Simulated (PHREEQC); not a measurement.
Solution (75 °C): 0.018 mol CuSO4, 0.0002 mol H2SO4 and 0.00052 mol Na2SO4 per kg of water. Closed to the air; pH follows from the charge balance.

Model: ion-association model, phreeqc.dat, run in PHREEQC.

Each row changes one thing in this solution. Precipitation was switched off in this run.

| case | pH | ionic strength (mol/kgw) | SO4-2 (mol/kgw) | Cu+2 (mol/kgw) | CuSO4 (mol/kgw) | Na+ (mol/kgw) |
|---|---|---|---|---|---|---|
| as made | 3.90 | 0.0457 | 0.0115 | 0.0110 | 0.00695 | 0.00101 |
| diluted 100-fold with water | 5.16 | 0.000713 | 0.000180 | 0.000170 | 6.46e-6 | 1.04e-5 |
| H2SO4 left out | [?] | 0.0456 | 0.0115 | 0.0109 | 0.00691 | 0.00101 |
| Na2SO4 from 0.00052 to 0.0052 mol/kgw | 3.96 | 0.0564 | 0.0151 | 0.0104 | [?] | 0.00999 |
| temperature from 75 to 70 °C | 3.87 | 0.0459 | 0.0115 | [?] | 0.00692 | 0.00101 |

Problem. Complete the blanks.

Solution. 
- H2SO4 left out, pH: 4.32
- Na2SO4 from 0.00052 to 0.0052 mol/kgw, CuSO4 (mol/kgw): 0.00760
- temperature from 75 to 70 °C, Cu+2 (mol/kgw): 0.0111

Species that the database lacks are ignored. Away from 25 °C the constants follow the database's enthalpies or fits; those with neither stay at their 25 °C values.
